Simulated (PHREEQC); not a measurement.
Make-up at 25 °C: 0.016 mol/kgw HCl, 0.0067 mol/kgw Al2(SO4)3, 0.021 mol/kgw Na2SO4 and 0.0027 mol/kgw MnSO4. Closed to the air; pH follows from the charge balance.

The numbers come from PHREEQC with the ion-association model, wateq4f.dat.

This is a speciation only: nothing precipitates in the calculation.

### Question
What pH, ionic strength does the model give?

### Answer
pH 2.13; ionic strength 0.0942 mol/kgw.

### Question
In which forms is Al present?

### Answer
AlSO4+ 70 %, Al(SO4)2- 17 %, Al+3 12 % of the Al.

Complexes and solids missing from the database can't appear.
